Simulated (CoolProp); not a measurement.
Vapour-liquid equilibrium of CHF3 (R23) (1) + R227EA (2) at 204.1 K; x and y are mole fractions of (1).

Computed with CoolProp (multi-fluid Helmholtz-energy mixture model, Penoncello 2003 and Lemmon 2016; pair parameters Bell 2016).

```csv
x,bubble pressure (bar),y at the bubble point,dew pressure at overall composition x (bar),liquid density (mol/L)
0.05,0.1641,0.708,0.05247,10.36
0.15,0.4080,0.893,0.05852,10.96
0.25,0.6524,0.940,0.06615,11.62
0.35,0.8800,0.960,0.07607,12.34
0.45,1.084,0.971,0.08947,13.15
0.55,1.264,0.979,0.1086,14.05
0.65,1.429,0.984,0.1381,15.06
0.75,1.588,0.989,0.1897,16.21
0.85,1.751,0.993,0.3027,17.53
0.95,1.931,0.998,0.7496,19.06
```

No azeotrope shows between x = 0.05 and 0.95.

Pair parameters are fitted to limited data, so mixtures are less certain than the pure fluids.
